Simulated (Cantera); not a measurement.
Feed: 1 mol Hg, 0.28 mol H2, held at 750 K and 76000 Pa.

Cantera equilibrium calculation (NASA polynomials, part measured and part estimated; ideal gas, pure solids and liquids). Candidate condensed phases: Hg; 3 gas species. Equilibrium is a limit: real reactors are often held back by kinetics, nucleation or transport.

Base state: Hg 0.781, H2 0.219 (mole fractions); condensed: gas only.

Problem. What changes in the equilibrium state with this change: Hg replaced by PbO?

Solution. 
| species | before | after |
|---|---|---|
| H2O | 0 | 1.000 |
| H2 | 0.219 | 4.85e-5 |
| Hg | 0.781 | 0 |
| Pb(l), mol | 0 | 0.280 |
| PbO(red), mol | 0 | 0.720 |
Further candidate phases: H2O, Pb, PbO, PbO2, Pb3O4.
